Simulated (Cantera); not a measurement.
Input: 1 mol SiH4, 6.6 mol NH3, 6.7 mol H2, held at 0.133 bar.

These are equilibrium values from Cantera (NASA tables, ideal gas, pure condensed phases), not measurements of a reactor. Candidate condensed phases: Si, Si3N4; 18 gas species. The tables' values for SiN are old estimates; treat these amounts as uncertain. Gases not in the tables: Si2H6 and higher silanes. Rates play no part.

Q: At 1725 °C, list the 7 most abundant gas species with their mole fractions, and the condensed phases.

A: H2 0.845, N2 0.150, H 0.00404, Si 0.000319, SiH2 8.87e-5, SiH 7.30e-5, Si2N 1.55e-5. Condensed: Si(l).
